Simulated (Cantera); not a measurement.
Gas mixture: 35.9 % CO2, 64.1 % O2, at 0.0132 atm, frozen composition.

Cantera's kinetic-theory transport with the Lennard-Jones parameters of GRI-Mech 3.0, ideal gas; thermal conductivity in the mixture-averaged form.

One state of this run: ρ (kg/m³) = 0.00485; cp (J/kg/K) = 1186; μ (µPa s) = 50.9; λ (mW/m/K) = 83.8; Pr = 0.721; D (cm²/s) H = 977; D (cm²/s) H2 = 587; D (cm²/s) CH4 = 172. D: mixture-averaged diffusion coefficient of that species in the mixture.

Q: Which value of T (K) does it belong to?
(A) 400
(B) 1000
(C) 800
(D) 1200

A: D, 1200
